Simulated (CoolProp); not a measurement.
Vapour-liquid equilibrium of R22 (1) + C3F8 (R218) (2) at 247 K; x and y are mole fractions of (1).

Model: multi-fluid Helmholtz-energy mixture model, Kamei 1995 and Lemmon 2006; pair parameters Bell 2016, in CoolProp.

Problem. Give the bubble pressure and the first vapour's composition at x = 0.05, 0.125, 0.575. Is there an azeotrope?

Solution. x = 0.05: 179.1 kPa, y = 0.142; x = 0.125: 202.4 kPa, y = 0.287; x = 0.575: 249.9 kPa, y = 0.593. y crosses x between x = 0.575 and 0.65: the model has an azeotrope there.

Pair parameters are fitted to limited data, so mixtures are less certain than the pure fluids.
